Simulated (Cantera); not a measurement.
A perfectly stirred reactor is fed with H2 : O2 : N2 = 1.9 : 1 : 1.1 (molar parts), equivalence ratio 0.95, at 0.133 bar; it is held at 1298 K, and followed from long to short residence time.

Detailed kinetics in Cantera: the H2/O2 subset of GRI-Mech 3.0, which has no nitrogen chemistry. The temperature is held fixed by assumption; the heat of reaction is taken as removed at once.

Task: Predict: x(H2) at τ = 0.710 s; x(O2) at τ = 0.710 s; x(H2O2) at τ = 0.710 s; x(OH) at τ = 0.710 s; x(H) at τ = 0.710 s; x(H2) at τ = 15.0 ms; x(O2) at τ = 15.0 ms; x(H2O2) at τ = 15.0 ms; x(OH) at τ = 15.0 ms; x(H) at τ = 15.0 ms.

Result: 
```
Item                      Result
----------------------  --------
x(H2) at τ = 0.710 s     0.00334
x(O2) at τ = 0.710 s      0.0178
x(H2O2) at τ = 0.710 s   9.58e-7
x(OH) at τ = 0.710 s     0.00114
x(H) at τ = 0.710 s     0.000444
x(H2) at τ = 15.0 ms      0.0245
x(O2) at τ = 15.0 ms      0.0291
x(H2O2) at τ = 15.0 ms   2.39e-6
x(OH) at τ = 15.0 ms     0.00391
x(H) at τ = 15.0 ms       0.0115
```
